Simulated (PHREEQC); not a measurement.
Solution (20 °C): 0.036 mol/kgw NaOH, 3.7e-05 mol/kgw NaAlO2 and 0.00093 mol/kgw K2CO3. Closed to the air; pH follows from the charge balance.

All values are PHREEQC results (ion-association model, phreeqc.dat), not measurements.

This is a speciation only: nothing precipitates in the calculation.

Problem. What pH, specific conductance does the model give?

Solution. pH 12.64; specific conductance 7180 µS/cm.

Problem. In which forms is C present?

Solution. CO3-2 79 %, NaCO3- 21 % of the C.

Species that the database lacks are ignored.
